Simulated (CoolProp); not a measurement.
Vapour pressure (MPa) of ethanol: the reference equation beside estimates from Tc = 241.6 °C, pc = 6.268 MPa, ω = 0.644.

Model: reference Helmholtz-energy equation of state, Schroeder 2014, in CoolProp.

| T (°C) | reference | Lee-Kesler | van der Waals | Redlich-Kwong | Soave-Redlich-Kwong | Peng-Robinson |
|---|---|---|---|---|---|---|
| 45.75 | 0.02391 | 0.02316 | 0.6537 | 0.1784 | 0.02307 | 0.02483 |
| 55.75 | 0.03854 | 0.03790 | 0.7759 | 0.2414 | 0.03780 | 0.04013 |
| 65.65 | 0.05987 | 0.05951 | 0.9111 | 0.3189 | 0.05942 | 0.06236 |
| 75.65 | 0.09074 | 0.09082 | 1.063 | 0.4143 | 0.09080 | 0.09432 |
| 85.55 | 0.1334 | 0.1340 | 1.228 | 0.5279 | 0.1341 | 0.1381 |
| 95.55 | 0.1920 | 0.1931 | 1.412 | 0.6638 | 0.1937 | 0.1979 |
| 105.55 | 0.2703 | 0.2716 | 1.612 | 0.8232 | 0.2729 | 0.2770 |
| 115.45 | 0.3715 | 0.3725 | 1.828 | 1.006 | 0.3751 | 0.3786 |

Absolute difference from the reference over all 8 rows, mean and median: Lee-Kesler 0.9 and 0.5 %, van der Waals 1173.1 and 946.0 %, Redlich-Kwong 359.8 and 326.2 %, Soave-Redlich-Kwong 1.2 and 0.9 %, Peng-Robinson 3.4 and 3.7 %.
